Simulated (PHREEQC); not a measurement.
**Acid mine or pickling water: speciation**

Model water analysis in mg/kgw, 25 °C, pH 1.95, pe 9.2: Na 611; K 0.154; Ca 93.9; Mg 124; Cl 527; S(6) as SO4 2510; Fe(3) 68.4; Zn 33.7.

Valence states are taken as typed.

Equilibrium calculation in PHREEQC: ion-association model, phreeqc.dat.

Each row changes one thing in this solution. Precipitation was switched off in this run.

| case | ionic strength (mol/kgw) | SO4-2 (mol/kgw) | HSO4- (mol/kgw) | Mg+2 (mol/kgw) | MgSO4 (mol/kgw) | Ca+2 (mol/kgw) | SI of Gypsum (CaSO4:2H2O) | SI of Goethite (FeOOH) |
|---|---|---|---|---|---|---|---|---|
| as made | 0.0697 | 0.0136 | 0.00772 | 0.00322 | 0.00188 | 0.00159 | -0.83 | +1.94 |
| all concentrations times 3 at the same typed pH | 0.187 | 0.0405 | 0.0177 | 0.00785 | 0.00745 | 0.00403 | -0.22 | +2.01 |
| temperature from 25 to 40 °C at the same typed pH | 0.0664 | 0.0117 | 0.00940 | 0.00297 | 0.00213 | 0.00161 | -0.88 | +2.38 |
| Mg from 124 to 248 mg/kgw | 0.0748 | 0.0127 | 0.00711 | 0.00669 | 0.00351 | 0.00165 | -0.86 | +1.98 |

Species that the database lacks are ignored. Some of these states are supersaturated (in Hematite (slow to form), Goethite (slow to form), for instance). At this temperature some constants are extrapolated from 25 °C, and those without enthalpy data are left unchanged.
